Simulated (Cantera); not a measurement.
A perfectly stirred reactor is fed with 0.566 % CO, 2.50 % O₂, 0.960 % H₂O, 96.0 % N₂, at 0.290 bar; it is held at 1075 K, and followed from long to short residence time.

Computed with Cantera and GRI-Mech 3.0 (53 species, 325 reactions).

**Question.** Predict: x(CO) at τ = 9.60 s; x(O₂) at τ = 9.60 s; x(H₂O) at τ = 9.60 s; x(NO) at τ = 9.60 s; x(O) at τ = 9.60 s; x(CO) at τ = 0.170 s; x(O₂) at τ = 0.170 s; x(H₂O) at τ = 0.170 s; x(NO) at τ = 0.170 s; x(O) at τ = 0.170 s.

**Answer.** 
| Property | Result |
|---|---|
| x(CO) at τ = 9.60 s | 8.31e-5 |
| x(O₂) at τ = 9.60 s | 0.0222 |
| x(H₂O) at τ = 9.60 s | 0.00962 |
| x(NO) at τ = 9.60 s | 3.53e-8 |
| x(O) at τ = 9.60 s | 3.52e-6 |
| x(CO) at τ = 0.170 s | 0.00115 |
| x(O₂) at τ = 0.170 s | 0.0227 |
| x(H₂O) at τ = 0.170 s | 0.00958 |
| x(NO) at τ = 0.170 s | 1.21e-8 |
| x(O) at τ = 0.170 s | 4.94e-5 |
